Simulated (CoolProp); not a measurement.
R113 along the isobar 4.45 MPa: density (kg/m³) from the reference equation and from simpler models built on Tc = 214.1 °C, pc = 3.392 MPa, ω = 0.253; each cubic takes its own stable root.

Values from CoolProp's reference Helmholtz-energy equation of state, Marx 1992.

| T (°C) | phase | reference | van der Waals | Redlich-Kwong | Soave-Redlich-Kwong | Peng-Robinson |
|---|---|---|---|---|---|---|
| -0.35 | liquid | 1632 | 1016 | 1485 | 1519 | 1710 |
| 13.65 | liquid | 1601 | 1000.0 | 1457 | 1494 | 1682 |
| 27.75 | liquid | 1569 | 983.6 | 1427 | 1466 | 1652 |
| 41.75 | liquid | 1536 | 966.8 | 1396 | 1437 | 1621 |
| 55.75 | liquid | 1503 | 949.3 | 1363 | 1406 | 1587 |
| 69.75 | liquid | 1469 | 931.0 | 1329 | 1374 | 1551 |
| 83.75 | liquid | 1434 | 911.8 | 1293 | 1338 | 1512 |
| 97.75 | liquid | 1398 | 891.7 | 1255 | 1301 | 1470 |
| 111.85 | liquid | 1360 | 870.3 | 1214 | 1260 | 1424 |
| 125.85 | liquid | 1320 | 847.6 | 1171 | 1216 | 1374 |
| 139.85 | liquid | 1277 | 823.4 | 1124 | 1167 | 1319 |
| 153.85 | liquid | 1230 | 797.2 | 1074 | 1114 | 1258 |
| 167.85 | liquid | 1179 | 768.5 | 1019 | 1055 | 1189 |
